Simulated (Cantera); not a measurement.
What does this Cantera script print?

```python
import numpy as np
import cantera as ct

surf = ct.Interface("diamond.yaml", "diamond_100")
gas, bulk = surf.adjacent["gas"], surf.adjacent["diamond"]
k = surf.kinetics_species_index(bulk.species_names[0])
cover = ["c6HH", "c6H*", "c6*H", "c6**", "c6HM", "c6B"]

rows, drift = [], 0.0
print(f"{'P':>10s}{'um/h':>11s}" + "".join(f"{s:>11s}" for s in cover))
for v in [960, 1500, 2300, 3600, 5600, 8700, 13000, 21000]:
    T, P, xH, xCH3 = 1225, v, 0.031, 3.6e-05
    gas.TPX = T, P, {"H": xH, "CH3": xCH3, "CH4": 0.017, "H2": 1 - xH - xCH3 - 0.017}
    surf.TP = bulk.TP = T, P
    surf.coverages = "c6H*:0.1, c6HH:0.9"
    surf.advance_coverages(100.0)
    before = surf.coverages
    surf.advance_coverages(100.0)
    drift = max(drift, np.max(np.abs(surf.coverages - before) / (surf.coverages + 1e-9)))
    rate = surf.net_production_rates[k] * bulk.mean_molecular_weight / bulk.density * 3.6e9
    rows.append([rate, *surf[cover].coverages])
    print(f"{v:10.4g}{rate:11.4e}" + "".join(f"{x:11.3e}" for x in rows[-1][1:]))
```

Output:

```
         P       um/h       c6HH       c6H*       c6*H       c6**       c6HM        c6B
       960 1.1544e-01  4.213e-01  4.126e-02  5.027e-01  3.471e-02  6.221e-05  3.133e-10
      1500 2.3104e-01  4.212e-01  4.129e-02  5.026e-01  3.472e-02  8.640e-05  6.270e-10
      2300 4.4197e-01  4.212e-01  4.134e-02  5.025e-01  3.473e-02  1.137e-04  1.199e-09
      3600 8.4738e-01  4.212e-01  4.143e-02  5.024e-01  3.476e-02  1.447e-04  2.299e-09
      5600 1.5534e+00  4.211e-01  4.156e-02  5.022e-01  3.479e-02  1.748e-04  4.215e-09
      8700 2.7413e+00  4.211e-01  4.176e-02  5.019e-01  3.484e-02  2.018e-04  7.439e-09
   1.3e+04 4.4715e+00  4.211e-01  4.204e-02  5.016e-01  3.492e-02  2.225e-04  1.213e-08
   2.1e+04 7.7929e+00  4.210e-01  4.257e-02  5.010e-01  3.506e-02  2.419e-04  2.115e-08
```

Detailed kinetics in Cantera: the Harris–Goodwin 1993 mechanism for the reconstructed diamond (100) surface.
